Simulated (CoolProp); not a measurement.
Computed with CoolProp (reference Helmholtz-energy equation of state, Akasaka 2019).

For R1234ze(Z), give the phase and the cv (kJ/(kg K)), Joule-Thomson coefficient (K/MPa) at 89.55 °C and 11300 kPa; 115.25 °C and 11300 kPa.


- 89.55 °C and 11300 kPa: liquid; cv 0.981, Joule-Thomson coefficient -0.0598
- 115.25 °C and 11300 kPa: liquid; cv 1.02, Joule-Thomson coefficient 0.101
